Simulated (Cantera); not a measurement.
# Thermodynamics of chemical vapour transport, feed Al2O3 + Cl2 + N2

Feed: 1 mol Al2O3, 1.3 mol Cl2, 3.9 mol N2, held at 0.100 bar.

Method: chemical equilibrium by Gibbs-energy minimisation in Cantera with the NASA 1993 tables (ideal gas, pure condensed phases). Candidate condensed phases: Al, AlCl3, AlN, Al2O3; 24 gas species. Condensed phases not in the tables: AlOCl. Equilibrium is a limit: real reactors are often held back by kinetics, nucleation or transport.

From 725 K to 1325 K the condensed part is Al2O3(s). The main Al-bearing gas is AlCl3 throughout.

```csv
T (K),log p N2,log p Cl2,log p Cl,log p AlCl3,log p O2,log p NO,log p ClO,log p O,n Al2O3(s)
725,-1.12,-1.60,-6.66,-8.53,-8.66,-10.82,-11.76,<-13,1.00
775,-1.12,-1.60,-6.09,-7.87,-7.99,-10.06,-10.96,<-13,1.00
825,-1.12,-1.60,-5.59,-7.28,-7.41,-9.39,-10.25,<-13,1.000
875,-1.12,-1.60,-5.14,-6.77,-6.89,-8.81,-9.62,<-13,1.000
925,-1.12,-1.60,-4.74,-6.31,-6.43,-8.28,-9.07,<-13,1.000
975,-1.13,-1.60,-4.38,-5.89,-6.02,-7.81,-8.57,<-13,1.000
1025,-1.13,-1.60,-4.05,-5.52,-5.65,-7.39,-8.11,-12.31,1.000
1075,-1.13,-1.60,-3.76,-5.19,-5.32,-7.00,-7.71,-11.54,1.000
1125,-1.13,-1.61,-3.49,-4.88,-5.01,-6.65,-7.34,-10.84,1.000
1175,-1.13,-1.61,-3.25,-4.61,-4.74,-6.33,-7.00,-10.20,0.999
1225,-1.13,-1.61,-3.02,-4.35,-4.49,-6.04,-6.69,-9.62,0.999
1275,-1.13,-1.62,-2.82,-4.13,-4.26,-5.78,-6.41,-9.08,0.998
1325,-1.13,-1.63,-2.63,-3.92,-4.05,-5.53,-6.15,-8.59,0.997
```
log p: log10 of the partial pressure in bar; n: condensed amount in mol.
